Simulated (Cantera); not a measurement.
Input: 1 mol PbO, 0.2 mol H2, 13 mol N2, at 1225 °C and 1600 Pa.

Equilibrium computed with Cantera from the NASA thermochemical tables; the gas is ideal and each condensed phase is pure. Candidate condensed phases: H2O, Pb, PbO, PbO2, Pb3O4; 27 gas species. Gases not in the tables: (PbO)n polymers. The numbers say what is thermodynamically allowed, not how fast it happens.

Base state: N2 0.911, PbO 0.0455, Pb 0.0245, H2O 0.0140, O2 0.00514, NO 0.000204, OH 3.20e-5 (mole fractions); condensed: gas only.

Problem. What changes in the equilibrium state with this change: PbO replaced by Pb?

Solution. 
| species | before | after |
|---|---|---|
| N2 | 0.911 | 0.915 |
| Pb | 0.0245 | 0.0704 |
| H2 | 2.84e-6 | 0.0141 |
| PbO | 0.0455 | 0 |
| H2O | 0.0140 | 0 |
| O2 | 0.00514 | 0 |
| NO | 0.000204 | 0 |

Problem. What changes in the equilibrium state with this change: temperature from 1225 °C to 575 °C?

Solution. 
```
species             before    after
----------------  --------  -------
N2                   0.911    0.985
H2O                 0.0140   0.0152
Pb                  0.0245  1.88e-5
PbO                 0.0455  4.77e-8
O2                 0.00514    <1e-9
NO                0.000204    <1e-9
OH                 3.20e-5    <1e-9
Pb(l), mol               0    0.200
PbO(yellow), mol         0    0.800
```
